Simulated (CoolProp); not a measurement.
Computed with CoolProp (reference Helmholtz-energy equation of state, Thol 2019).

Q: Give the vapour pressure (MPa), liquid density (kg/m³), vapour density (kg/m³), enthalpy of vaporisation (kJ/kg) of saturated dodecamethylpentasiloxane (MD3M) at 97.45, 138.75 °C.

A: 
```tsv
T (°C)	p (MPa)	liquid density (kg/m³)	vapour density (kg/m³)	enthalpy of vaporisation (kJ/kg)
97.45	0.00102	799	0.128	154
138.75	0.00660	757	0.752	141
```
